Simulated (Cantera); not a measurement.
Input: 1 mol Si3N4, 1.2 mol H2O, 3.9 mol H2, at 100 Torr.

Equilibrium computed with Cantera from the NASA thermochemical tables; the gas is ideal and each condensed phase is pure. Candidate condensed phases: H2O, Si, SiO2, Si2N2O, Si3N4; 35 gas species. Mutual solubility and eutectic melting of coexisting phases are not modelled. Gases not in the tables: Si2H6 and higher silanes. The numbers say what is thermodynamically allowed, not how fast it happens.

Q: What share of the Si ends up in condensed phases as a function of T (K), at 1650, 1700, 1750, 1800, 1850, 1900, 1950?

A: 
```
T (K)  Si condensed (%)                    as
-----  ----------------  --------------------
1650              100.0  Si2N2O(s) + Si3N4(s)
1700              100.0  Si2N2O(s) + Si3N4(s)
1750               99.8  Si2N2O(s) + Si3N4(s)
1800               99.6  Si2N2O(s) + Si3N4(s)
1850               98.9     Si(l) + Si2N2O(s)
1900               95.4     Si(l) + Si2N2O(s)
1950               83.2     Si(l) + Si2N2O(s)
```
